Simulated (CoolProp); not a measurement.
Properties of C2F6 (R116) at several states.

The numbers come from the reference Helmholtz-energy equation of state, Lemmon 2006 in CoolProp. It is a short technical equation, of lower accuracy than the large ones.

```csv
T (°C),p (MPa),phase,density (kg/m³),cv (kJ/(kg K))
136.35,0.0617,gas,2.506,0.8613
-62.15,0.0807,gas,6.525,…
56.65,7.65,supercritical,818.5,0.8239
-85.95,0.199,liquid,1640,0.6192
-62.45,3.35,liquid,…,…
```

Complete the blanks.


- -62.15, cv (kJ/(kg K)): 0.5647
- -62.45, density (kg/m³): 1552
- -62.45, cv (kJ/(kg K)): 0.6505
